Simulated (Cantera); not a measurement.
An adiabatic, constant-pressure homogeneous reactor starts with CH4 : CO : O2 : N2 = 1 : 0.19 : 1.61 : 14.2 (molar parts), equivalence ratio 1.3, at 1050 K and 0.503 atm. Integrator tolerance rtol = 1e-08.

Cantera simulation using GRI-Mech 3.0 (53 species, 325 reactions); the numbers are that mechanism's predictions, not measurements.

Task: What does this change do: initial temperature 1050 to 1223 K?

Result: 
```tsv
quantity	before	after
time of steepest temperature rise	2.92 s	0.169 s
temperature at 7.00 s	1979 K	2132 K
equilibrium temperature	1979 K	2132 K
x(CH4) at 7.00 s	<1e-12 (gas-phase equilibrium <1e-12)	<1e-12 (gas-phase equilibrium <1e-12)
x(CO) at 7.00 s	0.0345 (gas-phase equilibrium 0.0345)	0.0356 (gas-phase equilibrium 0.0356)
x(O2) at 7.00 s	2.33e-6 (gas-phase equilibrium 2.33e-6)	2.32e-5 (gas-phase equilibrium 2.32e-5)
x(C2H2) at 7.00 s	<1e-12 (gas-phase equilibrium <1e-12)	<1e-12 (gas-phase equilibrium <1e-12)
x(H2O) at 7.00 s	0.0936 (gas-phase equilibrium 0.0936)	0.0941 (gas-phase equilibrium 0.0941)
```

Task: What does this change do: CH4 1 to 0.78 parts?

Result: 
| quantity | before | after |
|---|---|---|
| time of steepest temperature rise | 2.92 s | 2.54 s |
| temperature at 7.00 s | 1979 K | 2072 K |
| equilibrium temperature | 1979 K | 2072 K |
| x(CH4) at 7.00 s | <1e-12 (gas-phase equilibrium <1e-12) | <1e-12 (gas-phase equilibrium <1e-12) |
| x(CO) at 7.00 s | 0.0345 (gas-phase equilibrium 0.0345) | 0.00592 (gas-phase equilibrium 0.00593) |
| x(O2) at 7.00 s | 2.33e-6 (gas-phase equilibrium 2.33e-6) | 0.000855 (gas-phase equilibrium 0.000852) |
| x(C2H2) at 7.00 s | <1e-12 (gas-phase equilibrium <1e-12) | <1e-12 (gas-phase equilibrium <1e-12) |
| x(H2O) at 7.00 s | 0.0936 (gas-phase equilibrium 0.0936) | 0.0905 (gas-phase equilibrium 0.0905) |

Task: What does this change do: initial temperature 1050 to 1398 K?

Result: 
| quantity | before | after |
|---|---|---|
| time of steepest temperature rise | 2.92 s | 14.8 ms |
| temperature at 7.00 s | 1979 K | 2279 K |
| equilibrium temperature | 1979 K | 2279 K |
| x(CH4) at 7.00 s | <1e-12 (gas-phase equilibrium <1e-12) | <1e-12 (gas-phase equilibrium <1e-12) |
| x(CO) at 7.00 s | 0.0345 (gas-phase equilibrium 0.0345) | 0.0366 (gas-phase equilibrium 0.0366) |
| x(O2) at 7.00 s | 2.33e-6 (gas-phase equilibrium 2.33e-6) | 0.000153 (gas-phase equilibrium 0.000153) |
| x(C2H2) at 7.00 s | <1e-12 (gas-phase equilibrium <1e-12) | <1e-12 (gas-phase equilibrium <1e-12) |
| x(H2O) at 7.00 s | 0.0936 (gas-phase equilibrium 0.0936) | 0.0937 (gas-phase equilibrium 0.0937) |
